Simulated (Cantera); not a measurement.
A closed system holds: 1 mol Al, 1.3 mol NH3, 3.9 mol H2, 0.88 mol HCl, held at 2075 K.

Equilibrium computed with Cantera from the NASA thermochemical tables; the gas is ideal and each condensed phase is pure. Candidate condensed phases: Al, AlCl3, AlN, NH4Cl; 20 gas species. Equilibrium is a limit: real reactors are often held back by kinetics, nucleation or transport.

**Question.** Which condensed phases are stable at each of these points (P (Pa)): 10, 28, 77, 220, 600, 1700, 4600, 13000, 36000, 100000?

**Answer.** 
```
P (Pa)  condensed phases  Al condensed (%)
------  ----------------  ----------------
10              gas only               0.0
28              gas only               0.0
77              gas only               0.0
220             gas only               0.0
600             gas only               0.0
1700            gas only               0.0
4600            gas only               0.0
13000             AlN(s)               9.0
36000             AlN(s)              16.9
100000            AlN(s)              27.3
```

From 10.0 Pa to 46.0 mbar nothing is condensed. From 0.130 bar to 1.00 bar the condensed part is AlN(s).
